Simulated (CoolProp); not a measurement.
Saturated liquid density (kg/m³) of octamethyltrisiloxane (MDM): the reference equation beside estimates from Tc = 292.2 °C, pc = 1438 kPa, ω = 0.528. Rackett uses Z = 0.29056 − 0.08775 ω.

Model: reference Helmholtz-energy equation of state, Thol 2017, in CoolProp.

```csv
T (°C),reference,Rackett,van der Waals,Redlich-Kwong,Soave-Redlich-Kwong,Peng-Robinson
106.15,729.9,826.5,423.1,616.6,665.3,751.2
108.65,727.1,823.2,421.6,613.9,662.9,748.6
111.15,724.3,819.9,420.0,611.2,660.5,746.0
113.65,721.5,816.6,418.5,608.5,658.0,743.3
116.05,718.7,813.4,417.0,605.9,655.6,740.7
118.55,715.9,810.1,415.4,603.1,653.1,738.0
121.05,713.0,806.7,413.9,600.3,650.5,735.2
123.55,710.1,803.3,412.3,597.5,647.9,732.4
126.05,707.2,799.9,410.7,594.7,645.3,729.5
128.45,704.4,796.6,409.1,591.9,642.7,726.7
130.95,701.4,793.2,407.5,589.0,640.0,723.7
133.45,698.4,789.7,405.8,586.1,637.3,720.7
135.95,695.5,786.2,404.2,583.1,634.5,717.7
138.45,692.4,782.7,402.5,580.1,631.7,714.6
```

Absolute difference from the reference over all 14 rows, mean and median: Rackett 13.1 and 13.1 %, van der Waals 41.9 and 41.9 %, Redlich-Kwong 15.8 and 15.8 %, Soave-Redlich-Kwong 8.8 and 8.8 %, Peng-Robinson 3.1 and 3.1 %.
